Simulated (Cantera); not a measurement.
# C₂H₅OH + NH₃ + N₂ + O₂ (carbon deposition, reforming and gasification)

Input: 1 mol C₂H₅OH, 0.074 mol NH₃, 0.21 mol N₂, 0.1 mol O₂, equilibrated at 37.0 mbar.

Equilibrium computed with Cantera from the NASA thermochemical tables; the gas is ideal and each condensed phase is pure. Candidate condensed phases: C, C₆H₆, C₇H₈, C₈H₁₈, H₂O; 136 gas species. Equilibrium is a limit: real reactors are often held back by kinetics, nucleation or transport.

| T (K) | x H₂ | x CO | x H | x N₂ | x H₂O | x CO₂ | x CH₄ | x HCN | n C(graphite) |
|---|---|---|---|---|---|---|---|---|---|
| 823 | 0.675 | 0.155 | 3.13e-11 | 0.0601 | 0.0513 | 0.0428 | 0.0157 | 3.31e-8 | 1.12 |
| 1023 | 0.681 | 0.261 | 1.78e-8 | 0.0544 | 0.00180 | 0.000900 | 0.00129 | 1.43e-6 | 0.806 |
| 1223 | 0.682 | 0.263 | 1.29e-6 | 0.0542 | 0.000133 | 3.53e-5 | 0.000229 | 1.84e-5 | 0.800 |
| 1423 | 0.682 | 0.263 | 2.85e-5 | 0.0541 | 2.05e-5 | 3.49e-6 | 6.56e-5 | 0.000115 | 0.799 |
| 1623 | 0.682 | 0.263 | 0.000297 | 0.0540 | 5.03e-6 | 6.26e-7 | 2.55e-5 | 0.000452 | 0.798 |
| 1823 | 0.680 | 0.263 | 0.00186 | 0.0535 | 1.69e-6 | 1.67e-7 | 1.22e-5 | 0.00131 | 0.792 |
| 2023 | 0.674 | 0.262 | 0.00810 | 0.0524 | 7.00e-7 | 5.84e-8 | 6.71e-6 | 0.00303 | 0.780 |
| 2223 | 0.655 | 0.260 | 0.0269 | 0.0503 | 3.33e-7 | 2.47e-8 | 3.97e-6 | 0.00589 | 0.753 |
| 2423 | 0.612 | 0.254 | 0.0721 | 0.0468 | 1.70e-7 | 1.18e-8 | 2.36e-6 | 0.00982 | 0.703 |
| 2623 | 0.530 | 0.242 | 0.159 | 0.0417 | 8.65e-8 | 6.05e-9 | 1.29e-6 | 0.0141 | 0.620 |
x: gas mole fraction; n: condensed amount in mol.

From 823 K to 2623 K the condensed part is C(graphite). The main C-bearing gas is CO throughout. The share of C in condensed phases is highest at 823 K (56.1 %) and lowest at 2623 K (31.0 %).
